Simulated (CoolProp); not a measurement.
A Linde-Hampson liquefier for normal hydrogen: isothermal reversible compression at 280 K from 1 atm to 5 MPa, throttling to 1 atm, return gas leaving the recuperator 0 K below the feed. Each further row changes one setting.

The numbers come from the reference Helmholtz-energy equation of state, Leachman 2009 in CoolProp.

| case | compression work (kJ/kg of gas) |
|---|---|
| as stated | 4540 |
| high pressure 10 MPa | 5370 |
| warm-end temperature 310 K | 5020 |
| warm-end gap 5 K | 4540 |
